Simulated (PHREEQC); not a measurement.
A solution holds 0.00099 mol/kgw Ca(OH)2, 0.0063 mol/kgw NH4F and 0.03 mol/kgw MnSO4, at 20 °C. It is in equilibrium with CO2 at log p = -2 (atm). Otherwise closed; pH follows from the charge balance.

Equilibrium calculation in PHREEQC: ion-association model, phreeqc.dat.

No solid was allowed to form.

Task: Order these Mn species by the share of Mn that they hold, largest first: MnF+, Mn+2, MnCO3, MnSO4, MnHCO3+.

Result: Mn+2 (64 %), MnSO4 (32 %), MnHCO3+ (2.4 %), MnF+ (1.1 %), MnCO3 (0.36 %)

Task: Order these Ca species by the share of Ca that they hold, largest first: Ca+2, CaSO4, CaHCO3+.

Result: Ca+2 (65 %), CaSO4 (34 %), CaHCO3+ (0.32 %)

The pH is 6.70 and the ionic strength 0.0854 mol/kgw. Examples of supersaturated solids here: Fluorite, Rhodochrosite. Others may be too.
